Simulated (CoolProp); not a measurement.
A single-stage vapour-compression cycle with R507A: evaporating at 249.15 K (dew point), condensing at 300.15 K (bubble point), superheat 5 K, subcooling 0 K, compressor efficiency 0.9, no pressure losses. Each further row changes one setting.

Values from CoolProp's reference Helmholtz-energy equation of state, Lemmon 2003. It is a pseudo-pure fit of the blend.

| case | cooling COP | pressure ratio | discharge temperature (K) | refrigerating effect (kJ/kg) | volumetric capacity (kJ/m³) |
|---|---|---|---|---|---|
| as stated | 3.16 | 5.00 | 314.2 | 114 | 1580 |
| evaporating temperature 254.15 K | 3.68 | 4.14 | 312.9 | 117 | 1940 |
| condensing temperature 295.15 K | 3.67 | 4.38 | 308.6 | 122 | 1680 |
| subcooling 5 K | 3.37 | 5.00 | 314.2 | 122 | 1680 |
| superheat 15 K | 3.21 | 5.00 | 323.8 | 123 | 1610 |
| compressor efficiency 0.8 | 2.81 | 5.00 | 318.2 | 114 | 1580 |
